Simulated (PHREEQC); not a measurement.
Phosphoric acid bath

Solution (25 °C): 0.043 mol H3PO4, 0.21 mol H2SO4 and 0.053 mol H3AsO4 per kg of water. Closed to the air; pH follows from the charge balance.

All values are PHREEQC results (ion-association model, wateq4f.dat), not measurements.

```
Quantity                  Result
-----------------  -------------
pH                          0.72
ionic strength     0.268 mol/kgw
activity of water          0.991
total alkalinity     -516 meq/kg
```

| species | molality | activity | log γ |
|---|---|---|---|
| H+ | 0.241 | 0.190 | -0.104 |
| HSO4- | 0.183 | 0.130 | -0.150 |
| H3AsO4 | 0.0510 | 0.0543 | 0.027 |
| H3PO4 | 0.0409 | 0.0435 | 0.027 |
| SO4-2 | 0.0269 | 0.00704 | -0.581 |
| H2PO4- | 0.00214 | 0.00156 | -0.138 |
| H2AsO4- | 0.00195 | 0.00144 | -0.133 |
| HPO4-2 | 1.90e-9 | 5.10e-10 | -0.571 |
| HAsO4-2 | 1.78e-9 | 5.24e-10 | -0.532 |

No solid was allowed to form. H3PO4, which wateq4f.dat lacks, is added to it with the constant of phreeqc.dat.
